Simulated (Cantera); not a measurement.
**Si + HCl + H2 (silicon etching in halogen gases)**

Charge: 1 mol Si, 1.3 mol HCl, 0.38 mol H2, held at 648 K.

These are equilibrium values from Cantera (NASA tables, ideal gas, pure condensed phases), not measurements of a reactor. Candidate condensed phases: Si; 19 gas species. The tables' values for SiCl3 are old estimates; treat these amounts as uncertain. Rates play no part.

```csv
P (Pa),x H2,x SiCl4,x SiHCl3,x SiH2Cl2,n Si(s)
1,0.757,0.235,0.00630,9.75e-6,0.674
10,0.756,0.232,0.0111,3.06e-5,0.672
100,0.754,0.226,0.0193,9.54e-5,0.669
1000,0.749,0.217,0.0332,0.000293,0.664
10000,0.742,0.201,0.0556,0.000885,0.656
100000,0.731,0.177,0.0892,0.00259,0.644
```
x: gas mole fraction; n: condensed amount in mol.

From 1.00 Pa to 100000 Pa the condensed part is Si(s). The main Si-bearing gas is SiCl4 throughout. The share of Si in condensed phases is highest at 1.00 Pa (67.4 %) and lowest at 100000 Pa (64.4 %).
